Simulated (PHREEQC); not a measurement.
Consider water at 80 °C with 0.12 mol Li2SO4, 0.00047 mol NaHSO4 and 0.00091 mol Li2CO3 per kg of water. Closed to the air; pH follows from the charge balance.

Equilibrium calculation in PHREEQC: ion-association model, phreeqc.dat.

Each row changes one thing in this solution. No solid was allowed to form.

```json
[
 {"case": "as made", "pH": "8.88", "ionic strength (mol/kgw)": "0.321", "Li+ (mol/kgw)": "0.221", "SO4-2 (mol/kgw)": "0.0994", "LiSO4- (mol/kgw)": "0.0210", "HCO3- (mol/kgw)": "0.000773"},
 {"case": "Li2SO4 from 0.12 to 0.024 mol/kgw", "pH": "(withheld)", "ionic strength (mol/kgw)": "0.0712", "Li+ (mol/kgw)": "0.0480", "SO4-2 (mol/kgw)": "0.0226", "LiSO4- (mol/kgw)": "0.00182", "HCO3- (mol/kgw)": "0.000790"},
 {"case": "Li2CO3 from 0.00091 to 0.00136 mol/kgw", "pH": "(withheld)", "ionic strength (mol/kgw)": "0.322", "Li+ (mol/kgw)": "0.222", "SO4-2 (mol/kgw)": "0.0994", "LiSO4- (mol/kgw)": "0.0210", "HCO3- (mol/kgw)": "0.00103"},
 {"case": "NaHSO4 from 0.00047 to 0.000705 mol/kgw", "pH": "8.54", "ionic strength (mol/kgw)": "0.321", "Li+ (mol/kgw)": "0.221", "SO4-2 (mol/kgw)": "0.0996", "LiSO4- (mol/kgw)": "0.0210", "HCO3- (mol/kgw)": "0.000839"}
]
```

Question: Fill in the missing entries.

Answer: 
- Li2SO4 from 0.12 to 0.024 mol/kgw, pH: 8.98
- Li2CO3 from 0.00091 to 0.00136 mol/kgw, pH: 9.15

Constants without temperature data keep their 25 °C values here.
